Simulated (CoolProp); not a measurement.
200 sccm (0 °C, 1 atm) of nitrogen bubbles through liquid dimethyl carbonate at 282.3 K and leaves saturated at a total pressure of 0.0788 MPa (ideal gas phase). Each further row changes one setting.

Values from CoolProp's reference Helmholtz-energy equation of state, Zhou 2011.

```json
[
 {"case": "as stated", "vapour pressure (kPa)": "3.05", "mole fraction of vapour": "0.0387", "delivery (mg/min)": "(withheld)", "delivery (sccm)": "8.05", "change of delivery for a bath 1 K warmer (%)": "(withheld)"},
 {"case": "bath temperature 287.3 K", "vapour pressure (kPa)": "(withheld)", "mole fraction of vapour": "0.0515", "delivery (mg/min)": "(withheld)", "delivery (sccm)": "10.9", "change of delivery for a bath 1 K warmer (%)": "6.1"},
 {"case": "total pressure 0.158 MPa", "vapour pressure (kPa)": "3.05", "mole fraction of vapour": "(withheld)", "delivery (mg/min)": "15.8", "delivery (sccm)": "(withheld)", "change of delivery for a bath 1 K warmer (%)": "6.1"}
]
```

Q: Fill in the missing entries.

A: 
- as stated, delivery (mg/min): 32.3
- as stated, change of delivery for a bath 1 K warmer (%): 6.3
- bath temperature 287.3 K, vapour pressure (kPa): 4.06
- bath temperature 287.3 K, delivery (mg/min): 43.6
- total pressure 0.158 MPa, mole fraction of vapour: 0.0193
- total pressure 0.158 MPa, delivery (sccm): 3.93
